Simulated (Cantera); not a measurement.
Cantera run:

```python
import numpy as np
import cantera as ct

gas_names = """
    H OH
""".split()
cond_names = """
    Li2O(s) Li2O(L) Li(cr) Li(L)
""".split()


# ... load() reads the species with a 1 bar reference pressure and builds the phases ...
species = {s.name: s for s in load("nasa_gas.yaml", gas_names) + load("nasa_condensed.yaml", cond_names)}
# Each term lists the table entries of one substance; the one whose range holds T is used.
reactions = {
    'Li2O + H(g) = OH(g) + 2 Li':
        [(-1, ['Li2O(s)', 'Li2O(L)']), (-1, ['H']), (1, ['OH']), (2, ['Li(cr)', 'Li(L)'])],
}


def pick(names, T):
    return next(species[n] for n in names if species[n].thermo.min_temp <= T <= species[n].thermo.max_temp)


results = []
for label, terms in reactions.items():
    print(label)
    print("     T/K   dH/kJ  dS/(J/K)   dG/kJ   log10 K")
    for T in [300, 1498, 1573, 1648, 1723, 1798, 1873, 1948, 2023]:
        used = [(nu, pick(names, T)) for nu, names in terms]
        dH = sum(nu * s.thermo.h(T) for nu, s in used) / 1e6
        dS = sum(nu * s.thermo.s(T) for nu, s in used) / 1e3
        dG = dH - T * dS / 1e3
        logK = -dG * 1e6 / (ct.gas_constant * T * np.log(10))
        results.append((label, T, dH, dS, dG, logK, [s.name for _, s in used]))
        print(f"{T:8g} {dH:8.1f} {dS:8.1f} {dG:8.1f} {logK:8.2f}")
```

Result:

```
Li2O + H(g) = OH(g) + 2 Li
     T/K   dH/kJ  dS/(J/K)   dG/kJ   log10 K
     300    420.1     89.4    393.3   -68.47
    1498    408.9     87.1    278.5    -9.71
    1573    407.0     85.8    272.0    -9.03
    1648    405.1     84.6    265.6    -8.42
    1723    403.2     83.5    259.3    -7.86
    1798    401.3     82.4    253.1    -7.35
    1873    340.8     49.6    247.9    -6.91
    1948    338.9     48.6    244.2    -6.55
    2023    337.1     47.7    240.6    -6.21
```

Source: NASA polynomial tables (part measured, part estimated), evaluated in Cantera. Condensed species are held in their standard states even where they would react or evaporate.
